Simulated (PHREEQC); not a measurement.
A solution holds 0.0025 mol/kgw CdCl2 and 0.0091 mol/kgw KCl, at 25 °C. Closed to the air; pH follows from the charge balance.

Model: ion-association model, wateq4f.dat, run in PHREEQC.

No solid was allowed to form.

Question: What pH does the model give?

Answer: pH 6.18.

Question: In which forms is Cd present?

Answer: Cd+2 56 %, CdCl+ 42 %, CdCl2 1.8 % of the Cd.

Species that the database lacks are ignored.
